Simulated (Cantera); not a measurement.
Charge: 1 mol CO, 0.013 mol O2, held at 2750 K and 38.0 bar.

Method: chemical equilibrium by Gibbs-energy minimisation in Cantera with the NASA 1993 tables (ideal gas, pure condensed phases). Candidate condensed phases: C; 12 gas species. The ideal-gas law is rough above about 30 bar. Kinetics and transport are ignored.

Problem. What is the equilibrium state?

Solution. 
```json
{
  "x(CO)": "0.974",
  "x(CO2)": "0.0260",
  "x(O)": "3.83e-6",
  "gas_amount": "1.000 mol",
  "log10 activity of C(graphite) (absent)": "-2.55"
}
```
